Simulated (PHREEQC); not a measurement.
Consider water at 20 °C with 0.04 mol NiSO4, 0.2 mol NiCl2, 0.00089 mol NaH2PO4 and 0.0049 mol NaCl per kg of water. Closed to the air; pH follows from the charge balance.

The numbers come from PHREEQC with the ion-association model, wateq4f.dat.

The ionic strength comes out as 0.544 mol/kgw. What activity coefficients do Ni(SO4)2-2, Na+, SO4-2, NiCl+, H2PO4- get?

Ni(SO4)2-2 0.30, Na+ 0.71, SO4-2 0.20, NiCl+ 0.74, H2PO4- 0.69.

No solid was allowed to form. Saturation is exceeded, for instance for Ni3(PO4)2; the values hold only as long as no solid forms. Complexes and solids missing from the database can't appear. H3PO4, which wateq4f.dat lacks, is added to it with the constant of phreeqc.dat. The database has no phosphate complexes of Ni.
